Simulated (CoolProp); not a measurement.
2000 sccm (0 °C, 1 atm) of nitrogen bubbles through liquid R11 at 279.1 K and leaves saturated at a total pressure of 0.15 MPa (ideal gas phase). Each further row changes one setting.

Values from CoolProp's reference Helmholtz-energy equation of state, Jacobsen 1992.

```json
[
 {"case": "as stated", "vapour pressure (kPa)": "51.6", "mole fraction of vapour": "___", "delivery (mg/min)": "___", "delivery (sccm)": "1050", "change of delivery for a bath 1 K warmer (%)": "6.5"},
 {"case": "bath temperature 284.1 K", "vapour pressure (kPa)": "63.0", "mole fraction of vapour": "0.420", "delivery (mg/min)": "8870", "delivery (sccm)": "___", "change of delivery for a bath 1 K warmer (%)": "7.1"},
 {"case": "total pressure 0.3 MPa", "vapour pressure (kPa)": "51.6", "mole fraction of vapour": "___", "delivery (mg/min)": "___", "delivery (sccm)": "___", "change of delivery for a bath 1 K warmer (%)": "___"}
]
```

Problem. Some entries are withheld; supply them.

Solution. 
- as stated, mole fraction of vapour: 0.344
- as stated, delivery (mg/min): 6420
- bath temperature 284.1 K, delivery (sccm): 1450
- total pressure 0.3 MPa, mole fraction of vapour: 0.172
- total pressure 0.3 MPa, delivery (mg/min): 2540
- total pressure 0.3 MPa, delivery (sccm): 415
- total pressure 0.3 MPa, change of delivery for a bath 1 K warmer (%): 5.1
